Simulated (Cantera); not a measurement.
A Cantera script and what it prints.

```python
import numpy as np
import cantera as ct

gas_names = """
    AL ALCL ALCL2 ALCL3 ALH ALN AL2 AL2CL6 CL CL2 H HCL H2 N NH NH2 NH3 N2 N2H2 N2H4
""".split()
cond_names = """
    AL(cr) AL(L) ALCL3(s) ALCL3(L) ALN(s) NH4CL(a) NH4CL(b)
""".split()


# ... load() reads the species with a 1 bar reference pressure and builds the phases ...
atoms = {
    'AlN': {'AL': 1, 'N': 1},
    'Cl2': {'CL': 2},
    'N2': {'N': 2},
    'HCl': {'H': 1, 'CL': 1},
}
top_T = {'ALN(s)': 2750}  # K; cautious upper limits of use, not melting points


# ... equilibrate(T, P, feed) seeds the gas with the atoms and calls Mixture.equilibrate('TP', solver="vcs", rtol=1e-11, max_steps=5000) ...
results = []
feed = {'AlN': 1, 'Cl2': 0.035, 'N2': 0.036, 'HCl': 1.6}  # mol
T = 1225  # K
P = 5100  # Pa
mix = equilibrate(T, P, feed)
results.append((T, P, feed, dict(zip(mix.species_names, mix.species_moles))))
print(gas.report(threshold=0.001))
for i in range(1, mix.n_phases):
    print(f"{mix.phase(i).name:16s} {mix.phase_moles(i):12.5e} mol")
```

Output:

```
       temperature   1225 K
          pressure   5100 Pa
           density   0.024475 kg/m^3
  mean mol. weight   48.878 kg/kmol
   phase of matter   gas

                          1 kg             1 kmol
                     ---------------   ---------------
          enthalpy       -2.8647e+06       -1.4002e+08  J
   internal energy        -3.073e+06       -1.5021e+08  J
           entropy              6121        2.9919e+05  J/K
    Gibbs function       -1.0363e+07       -5.0652e+08  J
 heat capacity c_p            953.73             46617  J/K
 heat capacity c_v            783.62             38302  J/K

                      mass frac. Y      mole frac. X     chem. pot. / RT
                     ---------------   ---------------   ---------------
             ALCL3           0.78989           0.28957           -105.56
               HCL          0.096688           0.12963           -38.899
                H2           0.01707           0.41387           -21.891
                N2           0.09545           0.16654           -30.181
     [  +16 minor]        0.00090689        0.00039897

AL(L)             0.00000e+00 mol
ALCL3(L)          0.00000e+00 mol
ALN(s)            5.15338e-01 mol
```

Cantera equilibrium calculation (NASA polynomials, part measured and part estimated; ideal gas, pure solids and liquids). The tables' values for AlCl2 are old estimates; treat these amounts as uncertain.
